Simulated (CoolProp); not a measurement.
Values from CoolProp's reference Helmholtz-energy equation of state, Thol 2016.

**Question.** For hexamethyldisiloxane (MM), give the phase and the density (kg/m³), cp (kJ/(kg K)), Joule-Thomson coefficient (K/MPa), isothermal compressibility (1/MPa) at 346.85 °C and 0.394 MPa.

**Answer.** 
- 346.85 °C and 0.394 MPa: gas; density 12.9, cp 2.28, Joule-Thomson coefficient 5.49, isothermal compressibility 2.64
